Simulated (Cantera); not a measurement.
Input (Python, Cantera) and output of one run.

```python
import numpy as np
import cantera as ct

gas_names = """
    C CH CH2 CH3 CH4 C2 C2H C2H2,acetylene C2H2,vinylidene C2H3,vinyl C2H4 C2H5 C2H6 C3 C3H3,propargyl
    C3H4,allene C3H4,propyne C3H4,cyclo- C3H5,allyl C3H6,propylene C3H6,cyclo- C3H7,n-propyl
    C3H7,i-propyl C3H8 C4 C4H2 C4H4,1,3-cyclo- C4H6,butadiene C4H6,2-butyne C4H6,cyclo- C4H8,1-butene
    C4H8,cis2-buten C4H8,tr2-butene C4H8,isobutene C4H8,cyclo- C4H9,n-butyl C4H9,i-butyl C4H9,s-butyl
    C4H9,t-butyl C4H10,isobutane C4H10,n-butane C5 C5H6,1,3cyclo- C5H8,cyclo- C5H10,1-pentene
    C5H10,cyclo- C5H11,pentyl C5H11,t-pentyl C5H12,n-pentane C5H12,i-pentane CH3C(CH3)2CH3 C6H2
    C6H5,phenyl C6H6 C6H10,cyclo- C6H12,1-hexene C6H12,cyclo- C6H13,n-hexyl C7H7,benzyl C7H8
    C7H14,1-heptene C7H15,n-heptyl C7H16,n-heptane C8H8,styrene C8H10,ethylbenz C8H16,1-octene
    C8H17,n-octyl C8H18,isooctane C8H18,n-octane C9H19,n-nonyl C10H8,naphthale C10H21,n-decyl
    C12H9,o-bipheny C12H10,bipheny H H2 Si SiC SiC2 SiC4H12 SiH SiH2 SiH3 SiH4 Si2 Si2C Si3
""".split()
cond_names = """
    C(gr) C6H6(L) C7H8(L) C8H18(L),n-octa Si(cr) Si(L) SiC(b)
""".split()


def load(file, names, dense=False):
    # The tables refer to 1 bar. Condensed volumes are neglected.
    table = {s.name: s for s in ct.Species.list_from_file(file)}
    out = []
    for n in names:
        d = dict(table[n].input_data)
        d["thermo"] = dict(d["thermo"], **{"reference-pressure": 1e5})
        if dense:
            d["equation-of-state"] = {"model": "constant-volume", "density": "1e6 g/cm^3"}
        out.append(ct.Species.from_dict(d))
    return out


gas = ct.Solution(thermo="ideal-gas", species=load("nasa_gas.yaml", gas_names))
cond = {s.name: ct.Solution(thermo="fixed-stoichiometry", species=[s], name=s.name)
        for s in load("nasa_condensed.yaml", cond_names, dense=True)}
atoms = {
    'CH3SiH3': {'C': 1, 'H': 6, 'Si': 1},
    'CH4': {'C': 1, 'H': 4},
    'H2': {'H': 2},
}
top_T = {'C(gr)': 4500, 'SiC(b)': 3050}  # K; cautious upper limits of use, not melting points


def equilibrate(T, P, feed):
    n = {}
    for name, mol in feed.items():
        for a, k in atoms[name].items():
            n[a] = n.get(a, 0.0) + k * mol
    gas.TPX = T, P, n
    mass = sum(n.values()) * gas.mean_molecular_weight
    gas.equilibrate("TP")
    valid = [c for c in cond.values() if c.min_temp <= T <= top_T.get(c.name, c.max_temp)]
    mix = ct.Mixture([(gas, mass / gas.mean_molecular_weight)] + [(c, 0.0) for c in valid])
    mix.T, mix.P = T, P
    mix.equilibrate("TP", solver="vcs", rtol=1e-11, max_steps=5000)
    return mix


results = []
feed = {'CH3SiH3': 1, 'CH4': 0.7, 'H2': 44}  # mol
P = 10000  # Pa
for T in [1623, 1723, 1823, 1923, 2023, 2123, 2223]:
    mix = equilibrate(T, P, feed)
    results.append((T, P, feed, dict(zip(mix.species_names, mix.species_moles))))

top = {s: max(r[3][s] / sum(r[3][g] for g in gas_names) for r in results) for s in gas_names}
cols = sorted((s for s in top if top[s] > 0.001), key=lambda s: -top[s])[:6]
seen = [c for c in cond_names if any(r[3].get(c, 0) > 1e-12 for r in results)]
print("log10 of partial pressures in bar; condensed amounts in mol")
print(f"{'T/K':>10s}" + "".join(f"{s[:9]:>10s}" for s in cols + seen))
for T, P, feed, n in results:
    ng = sum(n[g] for g in gas_names)
    print(f"{T:10.4g}" + "".join(f"{np.log10(max(n[s] / ng * P / 1e5, 1e-99)):10.3f}" for s in cols)
          + "".join(f"{n.get(c, 0):10.4g}" for c in seen))
```

Result:

```
log10 of partial pressures in bar; condensed amounts in mol
       T/K        H2         H C2H2,acet     C(gr)    SiC(b)
      1623    -1.000    -4.661    -5.458    0.6894         1
      1723    -1.000    -4.239    -5.044    0.6863         1
      1823    -1.001    -3.864    -4.676    0.6761    0.9999
      1923    -1.002    -3.527    -4.347    0.6542    0.9994
      2023    -1.003    -3.223    -4.052    0.6139    0.9975
      2123    -1.006    -2.948    -3.787    0.5475    0.9899
      2223    -1.010    -2.699    -3.548    0.4502    0.9628
```

Cantera equilibrium calculation (NASA polynomials, part measured and part estimated; ideal gas, pure solids and liquids). The feed counts by its element totals alone. Gases not in the tables: Si2H6 and higher silanes.
